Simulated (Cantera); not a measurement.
**Silicon carbide growth: Si(CH3)4 + HCl + H2 + C3H8**

Charge: 1 mol Si(CH3)4, 0.15 mol HCl, 82 mol H2, 0.21 mol C3H8, held at 0.133 bar.

Cantera equilibrium calculation (NASA polynomials, part measured and part estimated; ideal gas, pure solids and liquids). Candidate condensed phases: C, C6H6, C7H8, C8H18, Si, SiC; 109 gas species. The tables' values for SiCl are old estimates; treat these amounts as uncertain. Gases not in the tables: Si2H6 and higher silanes. Kinetics and transport are ignored.

| T (K) | log p H2 | log p H | log p C2H2 (acetylene) | log p Si | log p HCl | n C(graphite) | n SiC(s) |
|---|---|---|---|---|---|---|---|
| 1373 | -0.88 | -5.92 | -6.64 | -11.78 | -3.65 | 3.57 | 1.000 |
| 1473 | -0.88 | -5.34 | -6.06 | -10.45 | -3.65 | 3.59 | 1.000 |
| 1573 | -0.88 | -4.83 | -5.56 | -9.28 | -3.65 | 3.60 | 1.000 |
| 1673 | -0.88 | -4.38 | -5.12 | -8.25 | -3.65 | 3.61 | 1.000 |
| 1773 | -0.88 | -3.98 | -4.73 | -7.34 | -3.65 | 3.60 | 1.000 |
| 1873 | -0.88 | -3.63 | -4.38 | -6.53 | -3.65 | 3.57 | 1.000 |
| 1973 | -0.88 | -3.31 | -4.07 | -5.81 | -3.65 | 3.51 | 0.998 |
| 2073 | -0.88 | -3.02 | -3.79 | -5.15 | -3.65 | 3.41 | 0.993 |
| 2173 | -0.88 | -2.76 | -3.54 | -4.55 | -3.66 | 3.26 | 0.972 |
| 2273 | -0.89 | -2.52 | -3.31 | -4.01 | -3.66 | 3.04 | 0.901 |
| 2373 | -0.90 | -2.30 | -3.11 | -3.52 | -3.67 | 2.78 | 0.677 |
| 2473 | -0.91 | -2.11 | -2.93 | -3.06 | -3.69 | 2.58 | 0.00506 |
log p: log10 of the partial pressure in bar; n: condensed amount in mol.

From 1373 K to 2473 K the condensed part is C(graphite) + SiC(s). The main Si-bearing gas is SiCl2 at 1373 K and Si at 2473 K.
